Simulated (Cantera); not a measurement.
## Fluorocarbon and chlorocarbon gases: CCl4 + Si + H2

Feed: 1 mol CCl4, 0.096 mol Si, 3.7 mol H2, at 13.3 mbar.

These are equilibrium values from Cantera (NASA tables, ideal gas, pure condensed phases), not measurements of a reactor. Candidate condensed phases: C, C6H6, C7H8, C8H18, Si, SiC; 109 gas species. The tables' values for SiCl, SiCl3, CCl are old estimates; treat these amounts as uncertain. Rates play no part.

From 2175 K to 2975 K the condensed part is C(graphite). At 3075 K nothing is condensed. The main Si-bearing gas is SiCl2 at 2175 K and Si at 3075 K.

```tsv
T (K)	x HCl	x H	x Cl	x H2	x C3	x SiCl2	x Si	x C2H2 (acetylene)	n C(graphite)
2175	0.615	0.0236	0.0340	0.310	1.09e-7	0.0157	0.000141	0.000693	0.992
2275	0.581	0.0406	0.0558	0.305	7.86e-7	0.0149	0.000419	0.00116	0.985
2375	0.534	0.0665	0.0856	0.297	4.80e-6	0.0132	0.00112	0.00184	0.974
2475	0.474	0.103	0.123	0.282	2.52e-5	0.0104	0.00254	0.00274	0.954
2575	0.403	0.153	0.167	0.259	0.000116	0.00646	0.00455	0.00381	0.921
2675	0.326	0.214	0.212	0.229	0.000472	0.00303	0.00614	0.00493	0.868
2775	0.248	0.285	0.253	0.193	0.00174	0.00111	0.00657	0.00592	0.782
2875	0.177	0.358	0.285	0.153	0.00581	0.000348	0.00615	0.00650	0.599
2975	0.118	0.423	0.304	0.112	0.0179	0.000101	0.00538	0.00645	0.121
3075	0.0765	0.481	0.316	0.0790	0.0212	3.76e-5	0.00595	0.00338	0
```
x: gas mole fraction; n: condensed amount in mol.
